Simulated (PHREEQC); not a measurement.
0.24 g of hydrous ferric oxide (600 m²/g; 0.2 weak and 0.005 strong sites per Fe, Dzombak-Morel constants, diffuse double layer) in 1 kg of water with 0.05 mol/kgw of an inert sodium salt and 0.00079 mmol/kgw ZnCl2, at 25 °C; the pH is set by adding NaOH or the inert anion's acid. O2 is buffered at 0.21 atm. No CO2 enters from the air. Nothing may precipitate in this run.

The series has 13 steps of pH, from 3 to 9.

Computed with PHREEQC (ion-association model, wateq4f.dat).

Q: Near which pH is half of the Zn sorbed, and on which side is more sorbed?

A: Near pH 6.0, with more sorbed at higher pH.

Complexes and solids missing from the database can't appear. The oxide is taken as insoluble; below pH 4 it would dissolve.
